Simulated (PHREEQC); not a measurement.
30 mol of Gypsum (CaSO4:2H2O) is brought to equilibrium with 1 kg of water, at 25 °C and several pressures. No CO2 enters from the air. The run lets Gypsum precipitate or redissolve, and no other solid.

Equilibrium calculation in PHREEQC: Pitzer model, pitzer.dat.

**Question.** Predict dissolved Ca (mol/kgw), dissolved S (mol/kgw) at P (atm) = 200, 400, 800, 1000.

**Answer.** 
```json
[
 {"P (atm)": "200", "dissolved Ca (mol/kgw)": "0.0187", "dissolved S (mol/kgw)": "0.0187"},
 {"P (atm)": "400", "dissolved Ca (mol/kgw)": "0.0224", "dissolved S (mol/kgw)": "0.0224"},
 {"P (atm)": "800", "dissolved Ca (mol/kgw)": "0.0292", "dissolved S (mol/kgw)": "0.0292"},
 {"P (atm)": "1000", "dissolved Ca (mol/kgw)": "0.0322", "dissolved S (mol/kgw)": "0.0322"}
]
```
